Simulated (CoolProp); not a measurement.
Dimethyl carbonate along the isotherm 326.85 °C: Z from the reference equation and from simpler models built on Tc = 283.9 °C, pc = 4.909 MPa, ω = 0.346; each cubic takes its own stable root.

Values from CoolProp's reference Helmholtz-energy equation of state, Zhou 2011.

```json
[
 {"p (MPa)": "0.155", "phase": "gas", "reference": "0.9914", "van der Waals": "0.9921", "Redlich-Kwong": "0.9913", "Peng-Robinson": "0.9906"},
 {"p (MPa)": "0.276", "phase": "gas", "reference": "0.9847", "van der Waals": "0.9859", "Redlich-Kwong": "0.9844", "Peng-Robinson": "0.9833"},
 {"p (MPa)": "0.491", "phase": "gas", "reference": "0.9726", "van der Waals": "0.9747", "Redlich-Kwong": "0.9721", "Peng-Robinson": "0.9701"},
 {"p (MPa)": "0.873", "phase": "gas", "reference": "0.9508", "van der Waals": "0.9543", "Redlich-Kwong": "0.9498", "Peng-Robinson": "0.9464"},
 {"p (MPa)": "1.55", "phase": "gas", "reference": "0.9107", "van der Waals": "0.9164", "Redlich-Kwong": "0.9088", "Peng-Robinson": "0.9033"},
 {"p (MPa)": "2.76", "phase": "gas", "reference": "0.8337", "van der Waals": "0.8410", "Redlich-Kwong": "0.8295", "Peng-Robinson": "0.8222"},
 {"p (MPa)": "4.91", "phase": "supercritical", "reference": "0.6705", "van der Waals": "0.6643", "Redlich-Kwong": "0.6588", "Peng-Robinson": "0.6606"},
 {"p (MPa)": "8.73", "phase": "supercritical", "reference": "0.3857", "van der Waals": "0.4236", "Redlich-Kwong": "0.3945", "Peng-Robinson": "0.4111"},
 {"p (MPa)": "15.5", "phase": "supercritical", "reference": "0.4704", "van der Waals": "0.6130", "Redlich-Kwong": "0.5151", "Peng-Robinson": "0.4883"},
 {"p (MPa)": "27.6", "phase": "supercritical", "reference": "0.7195", "van der Waals": "0.9658", "Redlich-Kwong": "0.7750", "Peng-Robinson": "0.7156"},
 {"p (MPa)": "49.1", "phase": "supercritical", "reference": "1.146", "van der Waals": "1.562", "Redlich-Kwong": "1.212", "Peng-Robinson": "1.107"}
]
```
